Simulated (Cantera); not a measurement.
Input: 1 mol Si, 4.8 mol H₂O, 1.3 mol N₂, equilibrated at 0.00133 bar.

Cantera equilibrium calculation (NASA polynomials, part measured and part estimated; ideal gas, pure solids and liquids). Candidate condensed phases: H₂O, Si, SiO₂, Si₂N₂O, Si₃N₄; 35 gas species. The tables hold silica as quartz up to 1696 K and as liquid above; real silica turns to tridymite and cristobalite and melts near 1996 K. The numbers say what is thermodynamically allowed, not how fast it happens. All values below are at 1452 °C.

Base state: H₂O 0.458, H₂ 0.326, N₂ 0.213, H 0.00290, SiO 0.000253, OH 0.000225 (mole fractions); condensed: SiO₂(condensed).

Question: What changes in the equilibrium state with this change: pressure from 0.00133 bar to 0.0260 bar?

Answer: 
| species | before | after |
|---|---|---|
| H₂O | 0.458 | 0.459 |
| H₂ | 0.326 | 0.327 |
| N₂ | 0.213 | 0.213 |
| H | 0.00290 | 0.000659 |
| SiO | 0.000253 | 1.30e-5 |
| OH | 0.000225 | 5.09e-5 |
| SiO₂(condensed), mol | 0.998 | 1.000 |
Gases not in the tables: Si(OH)₄.
